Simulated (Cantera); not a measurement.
Cantera with NASA thermochemical tables; ideal gases at 1 bar, condensed phases pure. Values are per mole of reaction as written; species without (g) are pure solids or liquids, kept so even where they would boil at 1 bar.

O2(g) + 4 Li(g) → 2 Li2O, with ΔH° = -1834.6 kJ and ΔS° = -684.4 J/K at 300 K.

Task: How far is the shortcut ΔG° ≈ ΔH°(300 K) − T·ΔS°(300 K) from the full temperature-dependent value at 650, 725, 800, 875, 950, 1025, 1100, 1175, 1250, 1325, 1400 K?

Result: 
| T (K) | shortcut (kJ) | full (kJ) | difference (kJ) | difference in log10 K |
|---|---|---|---|---|
| 650 | -1389.7 | -1391.6 | 1.9 | -0.15 |
| 725 | -1338.4 | -1341.5 | 3.1 | -0.22 |
| 800 | -1287.1 | -1291.7 | 4.6 | -0.30 |
| 875 | -1235.7 | -1242.2 | 6.4 | -0.38 |
| 950 | -1184.4 | -1193.0 | 8.6 | -0.47 |
| 1025 | -1133.1 | -1143.2 | 10.2 | -0.52 |
| 1100 | -1081.7 | -1094.7 | 12.9 | -0.61 |
| 1175 | -1030.4 | -1046.4 | 16.0 | -0.71 |
| 1250 | -979.1 | -998.4 | 19.3 | -0.81 |
| 1325 | -927.7 | -950.7 | 22.9 | -0.90 |
| 1400 | -876.4 | -903.3 | 26.9 | -1.00 |
The shortcut ignores the heat-capacity change of the reaction.
